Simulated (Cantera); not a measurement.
A perfectly stirred reactor is fed with 13.0 % H2, 87.0 % O2, equivalence ratio 0.075, at 1330 Pa; it is held at 925 K, and followed from long to short residence time.

Computed with Cantera and the H2/O2 subset of GRI-Mech 3.0, which has no nitrogen chemistry. Radical loss at walls, strong at low pressure, is not modelled. Below about 950 K walls govern HO2 and H2O2 in real vessels. The temperature is held fixed by assumption; the heat of reaction is taken as removed at once.

x: mole fraction; the columns are a selection and need not sum to one.

```
τ (s)        x H2   x O2   x H2O2       x H      x OH       x O    x HO2
-------  --------  -----  -------  --------  --------  --------  -------
8.9      0.000493  0.860  1.83e-7   2.41e-5  0.000166  0.000235  4.47e-6
1.8       0.00125  0.860  2.52e-7  0.000118  0.000308  0.000627  7.60e-6
0.38          [?]  0.859      [?]       [?]       [?]       [?]      [?]
0.078     0.00702  0.856  3.96e-7   0.00255   0.00116   0.00364  1.43e-5
0.016      0.0165  0.849  4.18e-7    0.0104   0.00215   0.00787  1.54e-5
0.0033        [?]  0.840      [?]       [?]       [?]       [?]      [?]
0.00068    0.0967  0.854  2.11e-7    0.0150   0.00214   0.00703  9.28e-6
```

Question: Complete the blanks.

Answer: 
- 0.38, x H2: 0.00298
- 0.38, x H2O2: 3.27e-7
- 0.38, x H: 0.000552
- 0.38, x OH: 0.000589
- 0.38, x O: 0.00154
- 0.38, x HO2: 1.12e-5
- 0.0033, x H2: 0.0394
- 0.0033, x H2O2: 3.70e-7
- 0.0033, x H: 0.0259
- 0.0033, x OH: 0.00316
- 0.0033, x O: 0.0124
- 0.0033, x HO2: 1.36e-5
